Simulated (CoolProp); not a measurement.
Vapour-liquid equilibrium of propane (1) + R227EA (2) at -36.55 °C; x and y are mole fractions of (1).

The numbers come from the multi-fluid Helmholtz-energy mixture model, Lemmon 2009 and Lemmon 2016; pair parameters Bell 2016 in CoolProp.

Task: Give the bubble pressure and the first vapour's composition at x = 0.275, 0.35, 0.425. Is there an azeotrope?

Result: x = 0.275: 0.1178 MPa, y = 0.727; x = 0.35: 0.1247 MPa, y = 0.751; x = 0.425: 0.1286 MPa, y = 0.765. y crosses x between x = 0.8 and 0.875: the model has an azeotrope there.

Pair parameters are fitted to limited data, so mixtures are less certain than the pure fluids. With so large a gap from Raoult's law the liquid may split in two, which this calculation doesn't test in full.
